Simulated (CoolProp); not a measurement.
A simple Rankine cycle with the fluoroketone C6F12O (FK-5-1-12): condensing at 301.15 K, boiler at 1.15 MPa, turbine inlet 418.3 K, turbine efficiency 0.75, pump efficiency 0.7, no recuperator. Each further row changes one setting.

Computed with CoolProp (reference Helmholtz-energy equation of state, McLinden 2015).

```json
[
 {"case": "as stated", "thermal efficiency (%)": "11.4", "net work (kJ/kg)": "21.2", "heat in (kJ/kg)": "186", "turbine exit temperature (K)": "379.0", "volume ratio over the turbine": "35.2"},
 {"case": "turbine inlet 438.3 K", "thermal efficiency (%)": "11.0", "net work (kJ/kg)": "23.1", "heat in (kJ/kg)": "209", "turbine exit temperature (K)": "401.6", "volume ratio over the turbine": "31.2"},
 {"case": "condensing temperature 293.15 K", "thermal efficiency (%)": "…", "net work (kJ/kg)": "23.6", "heat in (kJ/kg)": "194", "turbine exit temperature (K)": "376.2", "volume ratio over the turbine": "49.3"},
 {"case": "boiler pressure 0.805 MPa", "thermal efficiency (%)": "10.4", "net work (kJ/kg)": "20.1", "heat in (kJ/kg)": "…", "turbine exit temperature (K)": "…", "volume ratio over the turbine": "20.6"},
 {"case": "turbine efficiency 0.65", "thermal efficiency (%)": "9.8", "net work (kJ/kg)": "18.2", "heat in (kJ/kg)": "186", "turbine exit temperature (K)": "382.1", "volume ratio over the turbine": "35.5"}
]
```

Q: What belongs in the gaps?

A: 
- condensing temperature 293.15 K, thermal efficiency (%): 12.2
- boiler pressure 0.805 MPa, heat in (kJ/kg): 193
- boiler pressure 0.805 MPa, turbine exit temperature (K): 387.6
